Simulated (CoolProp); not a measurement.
The fluid at 298.15 K and 0.0102 MPa is compressed adiabatically to 0.051 MPa with isentropic efficiency 0.85. The same conditions are run with several fluids, on thermodynamics alone (safety and materials aside).

Computed with CoolProp (reference Helmholtz-energy equation of state of each fluid (the fluoroketone C6F12O (FK-5-1-12): McLinden 2015; isobutene: Lemmon 2005; carbonyl sulfide: Lemmon 2006; R142b: Lemmon 2006; CF4 (R14): Platzer 1990)). The equations of Platzer and Polt are older, rougher fits.

**Question.** Rank the fluoroketone C6F12O (FK-5-1-12), isobutene, carbonyl sulfide, R142b, CF4 (R14) by work (kJ/kg), highest first.

**Answer.** carbonyl sulfide (91.5), isobutene (89.6), CF4 (R14) (59.3), R142b (50.3), the fluoroketone C6F12O (FK-5-1-12) (15.0)

```tsv
fluid	final temperature (K)	final density (kg/m³)
the fluoroketone C6F12O (FK-5-1-12)	316.3	6.34
isobutene	351.7	0.986
carbonyl sulfide	422.6	0.874
R142b	356.0	1.74
CF4 (R14)	377.4	1.43
```
